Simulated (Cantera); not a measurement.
A jet of CH₄ : O₂ : N₂ = 0.027 : 0.066 : 0.79 (molar parts), equivalence ratio 0.82 at 300 K and 21.8 Torr hits a platinum plate 7.1 cm away at a mass flux of 0.025 kg/m²/s; the plate temperature is set and raised in steps from an oxygen-covered start.

Model: Deutschmann's 1995 Pt surface mechanism with GRI-Mech 3.0 gas chemistry, integrated in Cantera. Catalytic surfaces can have several steady states; this one follows from the mechanism file's or the stated starting coverage.

x: mole fraction at the wall; θ: surface coverage.

```tsv
plate T (K)	wall x CH₄	wall x O₂	wall x H₂O	wall x OH	wall x CO	wall x CO₂	θ free Pt	θ O*
850	0.0217	0.0559	0.0167	1.15e-8	[?]	0.0108	0.228	0.771
900	0.0166	0.0452	0.0261	4.37e-8	8.49e-6	0.0170	0.315	0.684
950	0.0125	0.0363	0.0338	1.33e-7	9.17e-6	0.0221	0.407	0.593
1000	0.00948	0.0301	0.0392	3.49e-7	[?]	0.0257	0.496	0.504
1050	0.00748	0.0259	0.0428	8.13e-7	[?]	0.0281	0.579	0.420
1100	0.00615	0.0231	0.0452	1.72e-6	[?]	0.0297	0.654	0.346
1150	0.00524	0.0213	0.0468	3.33e-6	[?]	0.0307	0.720	0.279
```

### Question
Fill in the missing entries.

### Answer

- 850, wall x CO: 7.54e-6
- 1000, wall x CO: 9.94e-6
- 1050, wall x CO: 1.11e-5
- 1100, wall x CO: 1.28e-5
- 1150, wall x CO: 1.53e-5
